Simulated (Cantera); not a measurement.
## Si + HBr + H₂ (silicon etching in halogen gases)

A closed system holds: 1 mol Si, 12 mol HBr, 0.17 mol H₂, at 64.0 mbar.

These are equilibrium values from Cantera (NASA tables, ideal gas, pure condensed phases), not measurements of a reactor. Candidate condensed phases: Br₂, Si; 19 gas species. The tables' values for SiBr₃, SiBr are old estimates; treat these amounts as uncertain. Kinetics and transport are ignored.

| T (K) | x HBr | x H₂ | x SiBr₄ | x SiBr₂ | x Br | x SiBr₃ | x SiHBr₃ | x Br₂ |
|---|---|---|---|---|---|---|---|---|
| 523 | 0.716 | 0.194 | 0.0895 | <1e-12 | 1.64e-12 | <1e-12 | 3.97e-8 | 9.89e-12 |
| 623 | 0.716 | 0.194 | 0.0895 | <1e-12 | 4.16e-10 | 7.93e-11 | 5.76e-7 | 4.91e-10 |
| 723 | 0.716 | 0.194 | 0.0895 | 3.60e-12 | 2.31e-8 | 8.28e-9 | 3.88e-6 | 8.44e-9 |
| 823 | 0.716 | 0.194 | 0.0895 | 1.08e-9 | 4.89e-7 | 2.74e-7 | 1.62e-5 | 7.34e-8 |
| 923 | 0.716 | 0.194 | 0.0895 | 9.23e-8 | 5.39e-6 | 4.20e-6 | 4.92e-5 | 4.03e-7 |
| 1023 | 0.716 | 0.194 | 0.0894 | 3.23e-6 | 3.73e-5 | 3.73e-5 | 0.000119 | 1.60e-6 |
| 1123 | 0.716 | 0.194 | 0.0890 | 5.87e-5 | 0.000184 | 0.000222 | 0.000245 | 4.96e-6 |
| 1223 | 0.717 | 0.193 | 0.0873 | 0.000643 | 0.000704 | 0.000964 | 0.000437 | 1.29e-5 |
| 1323 | 0.721 | 0.187 | 0.0807 | 0.00441 | 0.00224 | 0.00308 | 0.000652 | 3.02e-5 |
| 1423 | 0.735 | 0.172 | 0.0627 | 0.0174 | 0.00636 | 0.00661 | 0.000705 | 6.86e-5 |
| 1523 | 0.750 | 0.149 | 0.0368 | 0.0386 | 0.0164 | 0.00901 | 0.000515 | 0.000151 |
| 1623 | 0.746 | 0.135 | 0.0161 | 0.0575 | 0.0362 | 0.00849 | 0.000285 | 0.000280 |
| 1723 | 0.716 | 0.136 | 0.00545 | 0.0683 | 0.0673 | 0.00619 | 0.000137 | 0.000409 |
x: gas mole fraction; nothing condenses.

From 523 K to 1723 K nothing is condensed. The main Si-bearing gas is SiBr₄ at 523 K and SiBr₂ at 1723 K.
